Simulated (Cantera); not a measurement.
**Ignition delay**

Mixture: 7.07 % CH4, 17.5 % O2, 65.6 % N2, 9.89 % H2O, equivalence ratio 0.81, at 1000000 Pa, adiabatic and at constant volume. Ignition delay is the time to a rise of 400 K.

Computed with Cantera and GRI-Mech 3.0 (53 species, 325 reactions).

| T0 (K) | delay (ms) |
|---|---|
| 1125 | 11.3 |
| 1225 | 3.22 |
| 1325 | 1.07 |
| 1425 | 0.391 |
| 1525 | 0.152 |
| 1625 | 0.0619 |
| 1725 | 0.0271 |
| 1825 | 0.0129 |
| 1925 | 0.00670 |
| 2025 | 0.00379 |

```yaml
apparent activation energy between 1825 and 2025 K: 190 kJ/mol
```
